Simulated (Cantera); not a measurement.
## Adiabatic ignition

An adiabatic, constant-volume homogeneous reactor starts with CH4 : O2 : N2 = 1 : 2.44 : 9.17 (molar parts), equivalence ratio 0.82, at 1650 K and 22.7 atm.

Detailed kinetics in Cantera: GRI-Mech 3.0 (53 species, 325 reactions). The pressure lies above the range GRI-Mech 3.0 was tuned for (to about 10 atm). Above 3000 K some thermodynamic fits are extrapolated.

```json
[
 {"t (s)": "4.00e-6", "T (K)": "1650", "P (bar)": "23.0", "x CH4": "0.0790", "x O2": "0.193", "x NO": "1.86e-12", "x N2O": "1.79e-9", "x H2": "2.93e-5"},
 {"t (s)": "8.72e-6", "T (K)": "1655", "P (bar)": "23.1", "x CH4": "0.0779", "x O2": "0.193", "x NO": "1.26e-11", "x N2O": "7.77e-9", "x H2": "0.000196"},
 {"t (s)": "1.90e-5", "T (K)": "1738", "P (bar)": "24.3", "x CH4": "0.0653", "x O2": "0.183", "x NO": "4.43e-10", "x N2O": "7.77e-8", "x H2": "0.00338"},
 {"t (s)": "4.14e-5", "T (K)": "3140", "P (bar)": "44.9", "x CH4": "<1e-12", "x O2": "0.0354", "x NO": "0.0142", "x N2O": "7.05e-6", "x H2": "0.00760"},
 {"t (s)": "9.02e-5", "T (K)": "3129", "P (bar)": "44.7", "x CH4": "<1e-12", "x O2": "0.0328", "x NO": "0.0204", "x N2O": "7.40e-6", "x H2": "0.00767"},
 {"t (s)": "0.000197", "T (K)": "3129", "P (bar)": "44.7", "x CH4": "<1e-12", "x O2": "0.0326", "x NO": "0.0207", "x N2O": "7.42e-6", "x H2": "0.00767"},
 {"t (s)": "0.000428", "T (K)": "3129", "P (bar)": "44.7", "x CH4": "<1e-12", "x O2": "0.0326", "x NO": "0.0207", "x N2O": "7.42e-6", "x H2": "0.00767"},
 {"t (s)": "0.000934", "T (K)": "3129", "P (bar)": "44.7", "x CH4": "<1e-12", "x O2": "0.0326", "x NO": "0.0207", "x N2O": "7.42e-6", "x H2": "0.00767"},
 {"t (s)": "0.00203", "T (K)": "3129", "P (bar)": "44.7", "x CH4": "<1e-12", "x O2": "0.0326", "x NO": "0.0207", "x N2O": "7.42e-6", "x H2": "0.00767"},
 {"t (s)": "0.00443", "T (K)": "3129", "P (bar)": "44.7", "x CH4": "<1e-12", "x O2": "0.0326", "x NO": "0.0207", "x N2O": "7.42e-6", "x H2": "0.00767"},
 {"t (s)": "0.00966", "T (K)": "3129", "P (bar)": "44.7", "x CH4": "<1e-12", "x O2": "0.0326", "x NO": "0.0207", "x N2O": "7.42e-6", "x H2": "0.00767"},
 {"t (s)": "0.0211", "T (K)": "3129", "P (bar)": "44.7", "x CH4": "<1e-12", "x O2": "0.0326", "x NO": "0.0207", "x N2O": "7.42e-6", "x H2": "0.00767"},
 {"t (s)": "0.0459", "T (K)": "3129", "P (bar)": "44.7", "x CH4": "<1e-12", "x O2": "0.0326", "x NO": "0.0207", "x N2O": "7.42e-6", "x H2": "0.00767"},
 {"t (s)": "0.100", "T (K)": "3129", "P (bar)": "44.7", "x CH4": "<1e-12", "x O2": "0.0326", "x NO": "0.0207", "x N2O": "7.42e-6", "x H2": "0.00767"}
]
```
x: mole fraction; the columns are a selection and need not sum to one.

The time of steepest temperature rise comes out as 22.3 µs. The temperature at 0.100 s is 3129 K, the equilibrium temperature comes out as 3129 K and the x(CH4) at 0.100 s is <1e-12 (gas-phase equilibrium <1e-12). The x(O2) at 0.100 s is 0.0326 (gas-phase equilibrium 0.0326) and the x(NO) at 0.100 s comes out as 0.0207 (gas-phase equilibrium 0.0207).
